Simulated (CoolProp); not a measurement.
The fluid at 229.01 K and 0.278 MPa is compressed adiabatically to 2.18 MPa with isentropic efficiency 0.9. The same conditions are run with several fluids, on thermodynamics alone (safety and materials aside).

The numbers come from the reference Helmholtz-energy equation of state of each fluid (carbon dioxide: Span 1996; nitrogen: Span 2000; ethylene: Smukala 2000; CF4 (R14): Platzer 1990; hydrogen chloride: Thol 2018) in CoolProp. The equations of Platzer and Polt are older, rougher fits.

Question: Rank carbon dioxide, nitrogen, ethylene, CF4 (R14), hydrogen chloride by work (kJ/kg), highest first.

Answer: nitrogen (212), ethylene (185), hydrogen chloride (155), carbon dioxide (122), CF4 (R14) (56.0)

| fluid | final temperature (K) | final density (kg/m³) |
|---|---|---|
| carbon dioxide | 381.5 | 31.8 |
| nitrogen | 433.3 | 16.8 |
| ethylene | 361.7 | 21.8 |
| CF4 (R14) | 322.7 | 75.9 |
| hydrogen chloride | 430.4 | 23.2 |
